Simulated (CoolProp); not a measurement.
The numbers come from the reference Helmholtz-energy equation of state, Lemmon 2006 in CoolProp. It is a short technical equation, of lower accuracy than the large ones.

**Question.** Give the vapour pressure (bar), liquid density (kg/m³), liquid cp (kJ/(kg K)), surface tension (mN/m) of saturated C3F8 (R218) at 238.9, 254.1, 289.7 K.

**Answer.** 
```tsv
T (K)	p (bar)	liquid density (kg/m³)	liquid cp (kJ/(kg K))	surface tension (mN/m)
238.9	1.13	1600	0.981	10.2
254.1	2.12	1540	1.02	8.45
289.7	6.86	1370	1.13	4.60
```

Surface tension comes from a separate correlation (Mulero 2012).
